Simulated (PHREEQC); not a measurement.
Dissolve 0.29 mol/kgw H3PO4 and 0.021 mol/kgw HF at 20 °C. Closed to the air; pH follows from the charge balance.

All values are PHREEQC results (ion-association model, wateq4f.dat), not measurements.

This is a speciation only: nothing precipitates in the calculation.

Question: Estimate the pH, activity of water.

Answer: pH 1.37; activity of water 0.994.

Question: In which forms is F present?

Answer: HF 88 %, H2F2 10 %, F- 1.9 % of the F.

Species that the database lacks are ignored. wateq4f.dat counts part of the HF as a dimer, H2F2, which phreeqc.dat doesn't know; its constant is uncertain. H3PO4, which wateq4f.dat lacks, is added to it with the constant of phreeqc.dat.
